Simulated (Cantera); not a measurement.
Cantera run:

```python
import numpy as np
import cantera as ct

gas_names = """
    TiOCL2 CL
""".split()
cond_names = """
    Ti4O7(s) Ti4O7(L) TiCL4(L) Ti2O3(a) Ti2O3(b) Ti2O3(L) Ti3O5(a) Ti3O5(b) Ti3O5(L)
""".split()


# ... load() reads the species with a 1 bar reference pressure and builds the phases ...
species = {s.name: s for s in load("nasa_gas.yaml", gas_names) + load("nasa_condensed.yaml", cond_names)}
# Each term lists the table entries of one substance; the one whose range holds T is used.
reactions = {
    '7 TiOCl2(g) = Ti4O7 + 3 TiCl4 + 2 Cl(g)':
        [(-7, ['TiOCL2']), (1, ['Ti4O7(s)', 'Ti4O7(L)']), (3, ['TiCL4(L)']), (2, ['CL'])],
    '2 Cl(g) + 2 Ti2O3 = TiOCl2(g) + Ti3O5':
        [(-2, ['CL']), (-2, ['Ti2O3(a)', 'Ti2O3(b)', 'Ti2O3(L)']), (1, ['TiOCL2']), (1, ['Ti3O5(a)', 'Ti3O5(b)', 'Ti3O5(L)'])],
}


def pick(names, T):
    return next(species[n] for n in names if species[n].thermo.min_temp <= T <= species[n].thermo.max_temp)


results = []
for label, terms in reactions.items():
    print(label)
    print("     T/K   dH/kJ  dS/(J/K)   dG/kJ   log10 K")
    for T in [373, 398, 423, 448, 473, 498, 523, 548]:
        used = [(nu, pick(names, T)) for nu, names in terms]
        dH = sum(nu * s.thermo.h(T) for nu, s in used) / 1e6
        dS = sum(nu * s.thermo.s(T) for nu, s in used) / 1e3
        dG = dH - T * dS / 1e3
        logK = -dG * 1e6 / (ct.gas_constant * T * np.log(10))
        results.append((label, T, dH, dS, dG, logK, [s.name for _, s in used]))
        print(f"{T:8g} {dH:8.1f} {dS:8.1f} {dG:8.1f} {logK:8.2f}")
```

It prints:

```
7 TiOCl2(g) = Ti4O7 + 3 TiCl4 + 2 Cl(g)
     T/K   dH/kJ  dS/(J/K)   dG/kJ   log10 K
     373  -1741.6   -918.7  -1398.9   195.89
     398  -1736.8   -906.2  -1376.1   180.60
     423  -1731.9   -894.4  -1353.6   167.14
     448  -1727.0   -883.2  -1331.3   155.23
     473  -1722.1   -872.5  -1309.4   144.60
     498  -1717.1   -862.2  -1287.7   135.06
     523  -1712.1   -852.4  -1266.3   126.47
     548  -1707.0   -843.0  -1245.1   118.68
2 Cl(g) + 2 Ti2O3 = TiOCl2(g) + Ti3O5
     T/K   dH/kJ  dS/(J/K)   dG/kJ   log10 K
     373   -206.4    -37.1   -192.6    26.97
     398   -206.8    -38.2   -191.6    25.15
     423   -207.5    -39.8   -190.6    23.54
     448   -208.4    -42.0   -189.6    22.11
     473   -198.9    -20.5   -189.2    20.89
     498   -199.9    -22.6   -188.7    19.79
     523   -201.0    -24.8   -188.1    18.78
     548   -202.2    -27.0   -187.4    17.86
```

Standard-state values (1 bar) from the NASA 1993 polynomials, evaluated with Cantera. Condensed species are held in their standard states even where they would react or evaporate.
